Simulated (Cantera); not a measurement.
A Cantera script and its output.

```python
import numpy as np
import cantera as ct

gas = ct.Solution("gri30.yaml")
gas.TPX = 1850, 19000, {'CH4': 1, 'H2': 5}
inlet = ct.Reservoir(gas, clone=True)

reactor = ct.IdealGasConstPressureReactor(gas, energy="off", clone=False)
exhaust = ct.Reservoir(gas, clone=True)
tau = [1.4, 0.64, 0.29, 0.13, 0.058, 0.026, 0.012, 0.0053, 0.0024, 0.0011, 0.00049][0]
for a, b in ((inlet, reactor), (reactor, exhaust)):
    ct.MassFlowController(a, b, mdot=lambda t: reactor.mass / tau)
net = ct.ReactorNet([reactor])
show = ['CH4', 'H2', 'C2H4', 'CH3', 'C2H', 'C2H6']

rows = []
print(f"{'tau/s':>10s}{'T/K':>9s}" + "".join(f"{s:>11s}" for s in show))
for tau in [1.4, 0.64, 0.29, 0.13, 0.058, 0.026, 0.012, 0.0053, 0.0024, 0.0011, 0.00049]:
    net.initial_time = 0.0
    net.advance(30 * tau)
    before = gas.X
    net.advance(40 * tau)
    drift = np.max(np.abs(gas.X - before) / (gas.X + 1e-9))
    rows.append([gas.T, *gas[show].X, drift])
    print(f"{tau:10.3e}{gas.T:9.1f}" + "".join(f"{x:11.3e}" for x in gas[show].X))
```

It prints:

```
     tau/s      T/K        CH4         H2       C2H4        CH3        C2H       C2H6
 1.400e+00   1850.0  9.265e-03  9.220e-01  2.048e-04  2.349e-04  9.123e-07  5.988e-07
 6.400e-01   1850.0  1.355e-02  9.195e-01  2.097e-04  3.391e-04  8.756e-07  1.245e-06
 2.900e-01   1850.0  1.997e-02  9.158e-01  2.239e-04  4.907e-04  8.230e-07  2.622e-06
 1.300e-01   1850.0  2.948e-02  9.103e-01  2.594e-04  7.069e-04  7.496e-07  5.510e-06
 5.800e-02   1850.0  4.310e-02  9.024e-01  3.380e-04  1.002e-03  6.520e-07  1.127e-05
 2.600e-02   1850.0  6.142e-02  8.917e-01  4.908e-04  1.377e-03  5.308e-07  2.172e-05
 1.200e-02   1850.0  8.331e-02  8.790e-01  7.334e-04  1.793e-03  3.968e-07  3.771e-05
 5.300e-03   1850.0  1.087e-01  8.643e-01  1.066e-03  2.227e-03  2.523e-07  5.965e-05
 2.400e-03   1850.0  1.313e-01  8.513e-01  1.331e-03  2.530e-03  1.318e-07  7.918e-05
 1.100e-03   1850.0  1.483e-01  8.416e-01  1.322e-03  2.583e-03  5.058e-08  8.575e-05
 4.900e-04   1850.0  1.590e-01  8.359e-01  8.842e-04  2.243e-03  1.030e-08  6.893e-05
```

Model: GRI-Mech 3.0 (53 species, 325 reactions), integrated in Cantera. GRI-Mech 3.0 stops at C3 and has no aromatics, soot or wall deposition, so with more carbon than oxygen in the feed, carbon stays in small species such as C2H2 where larger ones or solid carbon would form.
